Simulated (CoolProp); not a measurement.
Model: reference Helmholtz-energy equation of state, Lemmon 2005, in CoolProp. It is a short technical equation, of lower accuracy than the large ones.

**Question.** For 1-butene, give the phase and the cp (kJ/(kg K)) at 81.65 °C and 51.2 kPa; 81.65 °C and 216 kPa; 81.65 °C and 910 kPa.

**Answer.** 
- 81.65 °C and 51.2 kPa: gas; cp 1.75
- 81.65 °C and 216 kPa: gas; cp 1.78
- 81.65 °C and 910 kPa: gas; cp 2.00
